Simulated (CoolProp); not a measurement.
A simple Rankine cycle with water: condensing at 312.15 K, boiler at 2.24 MPa, turbine inlet 641.4 K, turbine efficiency 0.75, pump efficiency 0.7, no recuperator. Each further row changes one setting.

Values from CoolProp's reference Helmholtz-energy equation of state, Wagner 2002.

```json
[
 {"case": "as stated", "thermal efficiency (%)": "25.1", "net work (kJ/kg)": "755", "heat in (kJ/kg)": "3010", "turbine exit temperature (K)": "312.1", "volume ratio over the turbine": "151"},
 {"case": "turbine inlet 661.4 K", "thermal efficiency (%)": "25.3", "net work (kJ/kg)": "772", "heat in (kJ/kg)": "3050", "turbine exit temperature (K)": "312.1", "volume ratio over the turbine": "147"},
 {"case": "condensing temperature 304.15 K", "thermal efficiency (%)": "26.1", "net work (kJ/kg)": "794", "heat in (kJ/kg)": "3040", "turbine exit temperature (K)": "304.1", "volume ratio over the turbine": "226"},
 {"case": "boiler pressure 1.57 MPa", "thermal efficiency (%)": "23.9", "net work (kJ/kg)": "723", "heat in (kJ/kg)": "3020", "turbine exit temperature (K)": "312.1", "volume ratio over the turbine": "107"},
 {"case": "turbine efficiency 0.65", "thermal efficiency (%)": "21.7", "net work (kJ/kg)": "654", "heat in (kJ/kg)": "3010", "turbine exit temperature (K)": "312.1", "volume ratio over the turbine": "157"}
]
```

The expansion ends wet for: as stated; turbine inlet 661.4 K; condensing temperature 304.15 K; boiler pressure 1.57 MPa; turbine efficiency 0.65.
